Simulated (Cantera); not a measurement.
**Hydrocarbon pyrolysis for carbon deposition**

A perfectly stirred reactor is fed with C2H6 : N2 = 1 : 4.3 (molar parts), at 100000 Pa; it is held at 1800 K, and followed from long to short residence time.

Cantera simulation using GRI-Mech 3.0 (53 species, 325 reactions); the numbers are that mechanism's predictions, not measurements. GRI-Mech 3.0 stops at C3 and has no aromatics, soot or wall deposition, so with more carbon than oxygen in the feed, carbon stays in small species such as C2H2 where larger ones or solid carbon would form.

| τ (s) | x C2H6 | x C2H4 | x CH2 | x CH3 | x H2 |
|---|---|---|---|---|---|
| 1.7 | 2.47e-6 | 0.000837 | 7.70e-8 | 9.63e-5 | 0.265 |
| 0.47 | 7.95e-6 | 0.000844 | 1.39e-7 | 0.000168 | 0.260 |
| 0.13 | 2.66e-5 | 0.000913 | 2.69e-7 | 0.000301 | 0.251 |
| 0.036 | 8.69e-5 | 0.00119 | 5.47e-7 | 0.000538 | 0.239 |
| 0.0098 | 0.000276 | 0.00205 | 1.17e-6 | 0.000953 | 0.226 |
| 0.0027 | 0.000834 | 0.00435 | 2.52e-6 | 0.00167 | 0.210 |
| 0.00074 | 0.00252 | 0.0101 | 5.30e-6 | 0.00292 | 0.189 |
| 0.00020 | 0.00777 | 0.0230 | 1.07e-5 | 0.00517 | 0.160 |
x: mole fraction; the columns are a selection and need not sum to one.
